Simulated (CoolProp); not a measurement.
Vapour pressure (MPa) of n-octane: the reference equation beside estimates from Tc = 568.7 K, pc = 2.484 MPa, ω = 0.398. Clausius-Clapeyron is anchored at 451.3 K with a constant enthalpy of vaporisation of 29.83 kJ/mol.

Values from CoolProp's reference Helmholtz-energy equation of state, Beckmüller 2019.

| T (K) | reference | Lee-Kesler | Clausius-Clapeyron | Redlich-Kwong | Peng-Robinson |
|---|---|---|---|---|---|
| 417.8 | 0.1670 | 0.1677 | 0.1892 | 0.3222 | 0.1668 |
| 429 | 0.2187 | 0.2201 | 0.2367 | 0.3958 | 0.2186 |
| 440.1 | 0.2815 | 0.2835 | 0.2923 | 0.4797 | 0.2814 |
| 451.3 | 0.3579 | 0.3606 | 0.3579 | 0.5763 | 0.3581 |
| 462.5 | 0.4491 | 0.4526 | 0.4339 | 0.6854 | 0.4499 |
| 473.7 | 0.5571 | 0.5611 | 0.5212 | 0.8080 | 0.5588 |
| 484.9 | 0.6837 | 0.6880 | 0.6209 | 0.9447 | 0.6866 |
| 496.1 | 0.8310 | 0.8354 | 0.7337 | 1.096 | 0.8356 |
| 507.2 | 0.9996 | 1.004 | 0.8596 | 1.262 | 1.006 |
| 518.4 | 1.195 | 1.199 | 1.002 | 1.445 | 1.204 |

Absolute difference from the reference over all 10 rows, mean and median: Lee-Kesler 0.6 and 0.6 %, Clausius-Clapeyron 8.6 and 8.7 %, Redlich-Kwong 52.0 and 48.8 %, Peng-Robinson 0.3 and 0.2 %.
